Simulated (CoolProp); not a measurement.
Vapour-liquid equilibrium of R22 (1) + R113 (2) at 283.3 K; x and y are mole fractions of (1).

Values from CoolProp's multi-fluid Helmholtz-energy mixture model, Kamei 1995 and Marx 1992; pair parameters Bell 2016.

```csv
x,bubble pressure (MPa),y at the bubble point,dew pressure at overall composition x (MPa),liquid density (mol/L)
0.05,0.06166,0.621,0.02534,8.722
0.2,0.1788,0.884,0.02998,9.343
0.35,0.2896,0.937,0.03670,10.04
0.5,0.3866,0.960,0.04729,10.82
0.65,0.4723,0.974,0.06641,11.71
0.8,0.5556,0.985,0.1114,12.73
0.95,0.6486,0.996,0.3372,13.95
```

No azeotrope shows between x = 0.05 and 0.95.

The pair parameters rest on a limited set of measurements; away from them the model extrapolates.
